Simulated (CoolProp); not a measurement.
Saturation properties of CH2F2 (R32) (Tc = 78.1 °C, pc = 5.783 MPa, ω = 0.277).

Model: reference Helmholtz-energy equation of state, Tillner-Roth 1997, in CoolProp.

```
T (°C)  p (MPa)  vapour density (kg/m³)  enthalpy of vaporisation (kJ/kg)  liquid viscosity (µPa s)  liquid conductivity (mW/(m K))
------  -------  ----------------------  --------------------------------  ------------------------  ------------------------------
-2.15    0.7586                   20.61                             318.6                       157                             156
0.65     0.8302                   22.56                             314.3                       151                             154
3.45     0.9068                   24.66                             309.8                       146                             152
6.25     0.9887                   26.92                             305.2                       141                             150
9.05      1.076                   29.36                             300.5                       136                             147
11.85     1.169                   31.99                             295.7                       132                             145
14.55     1.264                   34.72                             290.9                       127                             143
17.35     1.369                   37.76                             285.8                       123                             140
20.15     1.481                   41.04                             280.5                       119                             138
22.95     1.599                   44.57                             275.0                       115                             136
25.75     1.724                   48.39                             269.4                       111                             133
28.45     1.851                   52.36                             263.7                       107                             131
31.25     1.991                   56.80                             257.7                       103                             129
```

It boils at -51.7 °C under 1 atm.

Viscosity comes from a separate model (Bell 2016), an estimate that may be off by 10 % or more. Thermal conductivity comes from a separate model (Huber 2003), an estimate that may be off by 10 % or more.
